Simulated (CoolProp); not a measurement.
A single-stage vapour-compression cycle with R142b: evaporating at 321.15 K (dew point), condensing at 387.15 K (bubble point), superheat 10 K, subcooling 0 K, compressor efficiency 0.65, no pressure losses. Each further row changes one setting.

Model: reference Helmholtz-energy equation of state, Lemmon 2006, in CoolProp. It is a short technical equation, of lower accuracy than the large ones.

```tsv
case	cooling COP	pressure ratio	discharge temperature (K)	refrigerating effect (kJ/kg)	volumetric capacity (kJ/m³)
as stated	1.82	4.16	409.1	92.7	2510
evaporating temperature 326.15 K	2.07	3.66	408.0	95.8	2950
condensing temperature 382.15 K	2.12	3.80	403.5	102	2760
subcooling 5 K	2.00	4.16	409.1	102	2770
superheat 20 K	1.90	4.16	418.9	103	2660
compressor efficiency 0.55	1.54	4.16	416.0	92.7	2510
```
